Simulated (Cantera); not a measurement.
A closed system holds: 1 mol AlCl₃, 0.87 mol O₂, 4 mol H₂, 190 mol NH₃, held at 14.0 Pa.

Cantera equilibrium calculation (NASA polynomials, part measured and part estimated; ideal gas, pure solids and liquids). Candidate condensed phases: Al, AlCl₃, AlN, Al₂O₃, H₂O, NH₄Cl; 45 gas species. Rates play no part. All values below are at 1252 °C.

Base state: H₂ 0.744, N₂ 0.246, HCl 0.00776, H 0.00172, H₂O 0.000629, Cl 1.44e-5 (mole fractions); condensed: Al₂O₃(s).

**Question.** What changes in the equilibrium state with this change: pressure from 14.0 Pa to 0.100 bar?

**Answer.** 
```csv
species,before,after
H₂,0.744,0.745
N₂,0.246,0.246
HCl,0.00776,0.00778
H,0.00172,6.46e-5
Cl,1.44e-5,5.41e-7
H₂O,0.000629,0.000623
"Al₂O₃(s), mol",0.499,0.500
```
